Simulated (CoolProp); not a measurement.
Nitrous oxide along the isobar 3960 kPa: Z from the reference equation and from simpler models built on Tc = 309.5 K, pc = 7245 kPa, ω = 0.161; each cubic takes its own stable root.

The numbers come from the reference Helmholtz-energy equation of state, Lemmon 2006 in CoolProp. It is a short technical equation, of lower accuracy than the large ones.

```
T (K)   phase  reference  van der Waals  Redlich-Kwong  Soave-Redlich-Kwong
-----  ------  ---------  -------------  -------------  -------------------
254.5  liquid    0.08222         0.1310        0.09310              0.09045
264.5  liquid    0.08278         0.1330        0.09519              0.09225
274.5  liquid    0.08428         0.7080        0.09915              0.09577
284.5     gas     0.6666         0.7442         0.6928               0.6814
294.5     gas     0.7223         0.7728         0.7357               0.7303
304.5     gas     0.7621         0.7964         0.7689               0.7674
314.5     gas     0.7928         0.8161         0.7957               0.7969
324.5     gas     0.8176         0.8330         0.8179               0.8213
334.5     gas     0.8382         0.8477         0.8367               0.8419
344.5     gas     0.8556         0.8605         0.8528               0.8594
354.5     gas     0.8706         0.8718         0.8668               0.8745
364.6     gas     0.8837         0.8820         0.8792               0.8879
```

At some of these states van der Waals gives the other phase, because its saturation line lies elsewhere.
